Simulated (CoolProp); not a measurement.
Vapour-liquid equilibrium of R134a (1) + R124 (2) at 0.0863 bar; x and y are mole fractions of (1).

The numbers come from the multi-fluid Helmholtz-energy mixture model, Tillner-Roth 1994 and de Vries 1995; pair parameters Bell 2016 in CoolProp.

```tsv
x	bubble temperature, mixture model (K)	bubble temperature, Raoult's law (K)	y, mixture model	y, Raoult's law
0.05	213.6	213.9	0.117	0.097
0.2	210.9	211.9	0.376	0.339
0.35	208.9	210.1	0.549	0.526
0.5	207.4	208.5	0.678	0.674
0.65	206.2	207.1	0.782	0.794
0.8	205.3	205.8	0.875	0.893
0.95	204.5	204.6	0.968	0.976
```

The largest gap from Raoult's law is -1.2 K in bubble temperature, at x = 0.35. No azeotrope shows between x = 0.05 and 0.95.

The pair parameters rest on a limited set of measurements; away from them the model extrapolates.
